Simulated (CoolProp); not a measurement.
Vapour-liquid equilibrium of acetone (1) + n-heptane (2) at 134.85 °C; x and y are mole fractions of (1).

Computed with CoolProp (multi-fluid Helmholtz-energy mixture model, Lemmon 2006 and Span 2003; pair parameters Bell 2016).

Give the bubble pressure and the first vapour's composition at x = 0.5, 0.725, 0.875. Is there an azeotrope?

x = 0.5: 0.7109 MPa, y = 0.728; x = 0.725: 0.7908 MPa, y = 0.821; x = 0.875: 0.8270 MPa, y = 0.900. No azeotrope shows between x = 0.05 and 0.95.

The pair parameters rest on a limited set of measurements; away from them the model extrapolates.
